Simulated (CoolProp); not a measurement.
The fluid at 436.73 K and 0.762 MPa is throttled through a valve to 0.504 MPa with no heat exchange. The same conditions are run with several fluids, on thermodynamics alone (safety and materials aside).

Model: reference Helmholtz-energy equation of state of each fluid (R152A: Outcalt 1996; n-perfluorohexane: Gao 2022; normal hydrogen: Leachman 2009; chlorine: Thol 2021; propyne: Polt 1992), in CoolProp. The equations of Platzer and Polt are older, rougher fits.

```json
[
 {"fluid": "R152A", "temperature change (K)": "?", "final density (kg/m³)": "?"},
 {"fluid": "n-perfluorohexane", "temperature change (K)": "-3.0", "final density (kg/m³)": "?"},
 {"fluid": "normal hydrogen", "temperature change (K)": "+0.1", "final density (kg/m³)": "?"},
 {"fluid": "chlorine", "temperature change (K)": "?", "final density (kg/m³)": "?"},
 {"fluid": "propyne", "temperature change (K)": "?", "final density (kg/m³)": "?"}
]
```

Question: Complete the blanks.

Answer: 
- R152A, temperature change (K): -2.1
- R152A, final density (kg/m³): 9.47
- n-perfluorohexane, final density (kg/m³): 54.0
- normal hydrogen, final density (kg/m³): 0.279
- chlorine, temperature change (K): -3.1
- chlorine, final density (kg/m³): 10.1
- propyne, temperature change (K): -1.9
- propyne, final density (kg/m³): 5.73
